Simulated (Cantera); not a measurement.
Input: 1 mol Nb2O5, 14 mol H2, 0.58 mol H2O, at 1298.15 K and 101000 Pa.

These are equilibrium values from Cantera (NASA tables, ideal gas, pure condensed phases), not measurements of a reactor. Candidate condensed phases: H2O, Nb, NbO, NbO2, Nb2O5; 12 gas species. Condensed phases not in the tables: the oxides between NbO2 and Nb2O5. The numbers say what is thermodynamically allowed, not how fast it happens.

Base state: H2 0.960, H2O 0.0398 (mole fractions); condensed: Nb2O5(s).

Question: What changes in the equilibrium state with this change: temperature from 1298.15 K to 1350 K?

Answer: 
```
species        before   after
-------------  ------  ------
H2              0.960   0.953
H2O            0.0398  0.0466
Nb2O5(s), mol    1.00   0.901
NbO2(s), mol        0   0.199
```
Mutual solubility and eutectic melting of coexisting phases are not modelled.
